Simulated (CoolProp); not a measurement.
Oxygen along the isobar 4.13 MPa: Z from the reference equation and from simpler models built on Tc = 154.6 K, pc = 5.046 MPa, ω = 0.022; each cubic takes its own stable root.

The numbers come from the reference Helmholtz-energy equation of state, Schmidt 1985 in CoolProp.

```tsv
T (K)	phase	reference
134.7	liquid	0.1335
150.9	gas	0.5571
167.1	gas	0.7420
183.4	gas	0.8221
199.6	gas	0.8706
215.9	gas	0.9034
232.1	gas	0.9267
248.4	gas	0.9440
264.6	gas	0.9571
280.9	gas	0.9673
```

Q: How far does each simpler model (van der Waals, Soave-Redlich-Kwong, Peng-Robinson) lie from the reference over these 10 states: mean and median of the absolute difference, and the worst?

A: 
- van der Waals: mean 6.6 %, median 1.5 %, worst +44.9 % at 134.7 K and 4.13 MPa
- Soave-Redlich-Kwong: mean 0.9 %, median 0.3 %, worst +6.0 % at 134.7 K and 4.13 MPa
- Peng-Robinson: mean 2.6 %, median 2.2 %, worst -6.1 % at 134.7 K and 4.13 MPa
